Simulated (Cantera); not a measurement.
Charge: 1 mol Cu₂O, a varied amount of H₂, 0.42 mol N₂, equilibrated at 1548.15 K and 0.100 bar.

Method: chemical equilibrium by Gibbs-energy minimisation in Cantera with the NASA 1993 tables (ideal gas, pure condensed phases). Candidate condensed phases: Cu, CuO, Cu(OH)₂, Cu₂O, H₂O; 27 gas species. Each liquid is taken as pure. Mutual solubility and eutectic melting of coexisting phases are not modelled. The numbers say what is thermodynamically allowed, not how fast it happens.

log p: log10 of the partial pressure in bar; n: condensed amount in mol.

```json
[
 {"n(H₂) (mol)": "0.37", "log p H₂": "-4.94", "log p H₂O": "-1.33", "log p N₂": "-1.28", "log p O₂": "-3.68", "log p Cu": "-4.74", "n Cu(l)": "0.747", "n Cu₂O(l)": "0.627"},
 {"n(H₂) (mol)": "0.55", "log p H₂": "-4.86", "log p H₂O": "-1.25", "log p N₂": "-1.36", "log p O₂": "-3.68", "log p Cu": "-4.74", "n Cu(l)": "1.11", "n Cu₂O(l)": "0.446"},
 {"n(H₂) (mol)": "0.8", "log p H₂": "-4.80", "log p H₂O": "-1.18", "log p N₂": "-1.46", "log p O₂": "-3.68", "log p Cu": "-4.74", "n Cu(l)": "1.61", "n Cu₂O(l)": "0.195"},
 {"n(H₂) (mol)": "1.2", "log p H₂": "-1.91", "log p H₂O": "-1.21", "log p N₂": "-1.59", "log p O₂": "?", "log p Cu": "-4.74", "n Cu(l)": "2.00", "n Cu₂O(l)": "0"},
 {"n(H₂) (mol)": "1.7", "log p H₂": "-1.48", "log p H₂O": "-1.33", "log p N₂": "-1.70", "log p O₂": "?", "log p Cu": "-4.74", "n Cu(l)": "2.00", "n Cu₂O(l)": "0"},
 {"n(H₂) (mol)": "2.5", "log p H₂": "-1.29", "log p H₂O": "-1.47", "log p N₂": "-1.84", "log p O₂": "?", "log p Cu": "-4.74", "n Cu(l)": "2.00", "n Cu₂O(l)": "0"},
 {"n(H₂) (mol)": "3.7", "log p H₂": "-1.18", "log p H₂O": "-1.61", "log p N₂": "-1.99", "log p O₂": "?", "log p Cu": "-4.74", "n Cu(l)": "2.00", "n Cu₂O(l)": "0"},
 {"n(H₂) (mol)": "5.3", "log p H₂": "-1.12", "log p H₂O": "-1.76", "log p N₂": "-2.13", "log p O₂": "?", "log p Cu": "-4.74", "n Cu(l)": "2.00", "n Cu₂O(l)": "0"},
 {"n(H₂) (mol)": "7.8", "log p H₂": "-1.08", "log p H₂O": "-1.91", "log p N₂": "-2.29", "log p O₂": "?", "log p Cu": "-4.74", "n Cu(l)": "2.00", "n Cu₂O(l)": "0"},
 {"n(H₂) (mol)": "11", "log p H₂": "-1.06", "log p H₂O": "-2.06", "log p N₂": "-2.43", "log p O₂": "?", "log p Cu": "-4.74", "n Cu(l)": "2.00", "n Cu₂O(l)": "0"},
 {"n(H₂) (mol)": "17", "log p H₂": "-1.04", "log p H₂O": "-2.24", "log p N₂": "-2.62", "log p O₂": "<-13", "log p Cu": "-4.74", "n Cu(l)": "2.00", "n Cu₂O(l)": "0"},
 {"n(H₂) (mol)": "24", "log p H₂": "-1.03", "log p H₂O": "-2.39", "log p N₂": "-2.76", "log p O₂": "<-13", "log p Cu": "-4.74", "n Cu(l)": "2.00", "n Cu₂O(l)": "0"},
 {"n(H₂) (mol)": "36", "log p H₂": "-1.02", "log p H₂O": "-2.56", "log p N₂": "-2.94", "log p O₂": "<-13", "log p Cu": "-4.74", "n Cu(l)": "1.99", "n Cu₂O(l)": "0"}
]
```

Q: What belongs in the gaps?

A: 
- 1.2, log p O₂: -9.51
- 1.7, log p O₂: -10.59
- 2.5, log p O₂: -11.26
- 3.7, log p O₂: -11.77
- 5.3, log p O₂: -12.17
- 7.8, log p O₂: -12.57
- 11, log p O₂: -12.90
